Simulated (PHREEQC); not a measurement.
# Brine (model solution)

Consider water at 25 °C and 500 atm with 1.3 mol/kgw NaBr, 0.0073 mol/kgw Na2B4O7 and 4.9e-05 mol/kgw H4SiO4. Closed to the air; pH follows from the charge balance.

All values are PHREEQC results (Pitzer model, pitzer.dat), not measurements.

Each row changes one thing in this solution. No solid was allowed to form.

| case | pH | ionic strength (mol/kgw) | H4SiO4 (mol/kgw) | H3SiO4- (mol/kgw) | H2SiO4-2 (mol/kgw) | SI of SiO2(a) (SiO2) |
|---|---|---|---|---|---|---|
| as made | 8.48 | 1.31 | 4.08e-5 | 8.22e-6 | 5.08e-9 | -1.70 |
| diluted 10-fold with water | 8.60 | 0.132 | 4.31e-6 | 5.90e-7 | 8.84e-11 | -2.77 |
| H4SiO4 from 4.9e-05 to 4.9e-06 mol/kgw | 8.48 | 1.31 | 4.08e-6 | 8.22e-7 | 5.09e-10 | ? |
| diluted 5-fold with water | ? | 0.263 | 8.57e-6 | 1.23e-6 | ? | -2.46 |
| Na2B4O7 from 0.0073 to 0.0365 mol/kgw | ? | 1.38 | 3.92e-5 | 9.82e-6 | 7.63e-9 | -1.71 |
| NaBr left out | 8.70 | 0.0146 | 4.32e-5 | 5.84e-6 | 5.40e-10 | -1.78 |
| 0.53 mol/kgw NaHCO3 added | 7.64 | 1.86 | 4.73e-5 | 1.74e-6 | 2.41e-10 | -1.59 |
| Na2B4O7 replaced by Na2CO3 at the same molality | 10.31 | 1.32 | 3.18e-6 | 4.40e-5 | 1.85e-6 | -2.80 |

Problem. Some entries are withheld; supply them.

Solution. 
- H4SiO4 from 4.9e-05 to 4.9e-06 mol/kgw, SI of SiO2(a) (SiO2): -2.70
- diluted 5-fold with water, pH: 8.57
- diluted 5-fold with water, H2SiO4-2 (mol/kgw): 2.47e-10
- Na2B4O7 from 0.0073 to 0.0365 mol/kgw, pH: 8.56

Species that the database lacks are ignored. In brines, pH and single-ion activities rest on the MacInnes convention. Under pressure, the constants of complexes without a molar volume in the database are unreliable.
